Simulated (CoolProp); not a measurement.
Saturation properties of ammonia.

Model: reference Helmholtz-energy equation of state, Gao 2020, in CoolProp.

```csv
T (K),p (MPa),liquid cp (kJ/(kg K)),vapour Z,surface tension (mN/m)
254.3,(withheld),4.522,0.9575,(withheld)
263,0.2889,4.560,0.9465,28.7
271.7,0.4065,(withheld),0.9337,26.6
280.4,0.5585,4.651,0.9190,24.6
289.1,0.7514,4.709,0.9025,22.6
297.8,0.9919,4.777,0.8838,(withheld)
306.4,(withheld),(withheld),0.8633,18.6
315.1,1.640,4.957,0.8403,(withheld)
323.8,2.067,5.079,0.8149,14.7
332.5,2.573,5.230,0.7869,12.9
341.2,3.167,5.421,0.7562,11.0
349.9,3.857,5.672,0.7223,9.25
```

Problem. What belongs in the gaps?

Solution. 
- 254.3, p (MPa): 0.1999
- 254.3, surface tension (mN/m): 30.7
- 271.7, liquid cp (kJ/(kg K)): 4.602
- 297.8, surface tension (mN/m): 20.6
- 306.4, p (MPa): 1.283
- 306.4, liquid cp (kJ/(kg K)): 4.858
- 315.1, surface tension (mN/m): 16.7

It boils at 239.8 K under 1 atm.

Surface tension comes from a separate correlation (Mulero 2012).
